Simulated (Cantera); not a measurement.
**Premixed flame**

A freely propagating, adiabatic, planar premixed flame of 22.6 % H2, 15.7 % O2, 59.0 % N2, 2.71 % H2O, equivalence ratio 0.72, unburnt at 673 K and 16000 Pa; multicomponent transport, grid criteria slope 0.08 and curve 0.16, no radiation.

Cantera simulation using the H2/O2 subset of GRI-Mech 3.0, which has no nitrogen chemistry; the numbers are that mechanism's predictions, not measurements. Burning velocities carry a grid error of a few per cent, more on coarse grids.

```
z (mm)  T (K)  u (m/s)    x H2    x O2   x H2O      x OH    x HO2       x O
------  -----  -------  ------  ------  ------  --------  -------  --------
-16.2     673     6.46   0.226   0.157  0.0271     <1e-8    <1e-8     <1e-8
-10.8     673     6.46   0.226   0.157  0.0271     <1e-8    <1e-8     <1e-8
-8.09     673     6.46   0.226   0.157  0.0271     <1e-8    <1e-8     <1e-8
-5.39     673     6.46   0.226   0.157  0.0271     <1e-8  5.24e-7     <1e-8
-2.70     679     6.51   0.225   0.157  0.0276   2.29e-5  5.58e-5   1.08e-5
-1.35     779     7.41   0.206   0.153  0.0384  0.000314  4.36e-5  0.000357
0        1109     10.2   0.100   0.114   0.119   0.00321  2.15e-5   0.00722
1.35     1369     12.5  0.0314  0.0694   0.197   0.00825  1.09e-5    0.0164
2.70     1489     13.5  0.0269  0.0631   0.208    0.0106  8.40e-6    0.0170
5.39     1625     14.6  0.0260  0.0598   0.217    0.0132  6.51e-6    0.0156
10.8     1770     15.7  0.0236  0.0567   0.227    0.0153  4.89e-6    0.0132
21.6     1912     16.8  0.0196  0.0538   0.239    0.0165  3.51e-6    0.0101
43.1     2039     17.7  0.0145  0.0515   0.251    0.0160  2.48e-6   0.00691
```
x: mole fraction of selected species; z is measured from the peak of heat release.

```json
{
 "laminar_burning_velocity": "646 cm/s",
 "thermal_thickness": "5.39 mm",
 "peak x(OH)": "0.0165",
 "peak x(HO2)": "5.69e-5",
 "peak x(O)": "0.0171",
 "grid_points": "129"
}
```
